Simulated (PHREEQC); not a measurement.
Solution (20 °C): 0.1 mol NH3, 0.00043 mol H4SiO4 and 3.6e-05 mol (CH3)4NCl per kg of water. Closed to the air; pH follows from the charge balance.

The numbers come from PHREEQC with the ion-association model, phreeqc.dat.

This is a speciation only: nothing precipitates in the calculation.

### Question
Order these Si species by the share of Si that they hold, largest first: H4SiO4, H3SiO4-, H2SiO4-2.

### Answer
H3SiO4- (95 %), H4SiO4 (4.5 %), H2SiO4-2 (0.86 %)

The pH is 11.21 and the ionic strength 0.00162 mol/kgw. (CH3)4N+ isn't in the database: it is added as a free cation with an ion size of 4 Å.
